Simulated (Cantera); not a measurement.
A perfectly stirred reactor is fed with C2H4 : H2 = 1 : 39 (molar parts), at 760 Torr; it is held at 1850 K, and followed from long to short residence time.

Cantera simulation using GRI-Mech 3.0 (53 species, 325 reactions); the numbers are that mechanism's predictions, not measurements. GRI-Mech 3.0 was tuned for natural gas; its chemistry of ethylene as a main component is partial and can be far from experiment. GRI-Mech 3.0 stops at C3 and has no aromatics, soot or wall deposition, so with more carbon than oxygen in the feed, carbon stays in small species such as C2H2 where larger ones or solid carbon would form.

**Question.** What does this change do: H2 39 to 54 parts?

**Answer.** 
| quantity | before | after |
|---|---|---|
| x(C2H4) at τ = 0.540 s | 0.000356 | 0.000257 |
| x(H2) at τ = 0.540 s | 0.972 | 0.979 |
| x(CH4) at τ = 0.540 s | 0.00520 | 0.00438 |
| x(C2H6) at τ = 0.540 s | 3.12e-7 | 2.22e-7 |
| x(CH2) at τ = 0.540 s | 3.66e-8 | 3.06e-8 |
| x(C2H4) at τ = 38.0 ms | 0.000434 | 0.000319 |
| x(H2) at τ = 38.0 ms | 0.974 | 0.981 |
| x(CH4) at τ = 38.0 ms | 0.00211 | 0.00161 |
| x(C2H6) at τ = 38.0 ms | 1.93e-7 | 1.38e-7 |
| x(CH2) at τ = 38.0 ms | 1.50e-8 | 1.13e-8 |
